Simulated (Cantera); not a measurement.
TiO2 + CH4 + CO (carbothermic reduction)

Charge: 1 mol TiO2, 0.68 mol CH4, 0.75 mol CO, equilibrated at 1573 K and 0.0133 bar.

Cantera equilibrium calculation (NASA polynomials, part measured and part estimated; ideal gas, pure solids and liquids). Candidate condensed phases: C, C6H6, C7H8, C8H18, H2O, Ti, TiC, TiO, TiO2, Ti2O3, Ti3O5, Ti4O7; 113 gas species. Mutual solubility and eutectic melting of coexisting phases are not modelled. TiC: taken at fixed stoichiometry. Equilibrium is a limit: real reactors are often held back by kinetics, nucleation or transport.

- x(H2): 0.500
- x(CO): 0.500
- x(H): 0.000249
- x(H2O): 5.56e-5
- x(CO2): 1.92e-5
- n(TiC(s)): 0.0721 mol
- n(Ti2O3(s)): 0.464 mol
- gas amount: 2.718 mol
- log10 activity of Ti3O5(s) (absent): -0.34
- log10 activity of Ti4O7(s) (absent): -1.07
- log10 activity of C(graphite) (absent): -1.21
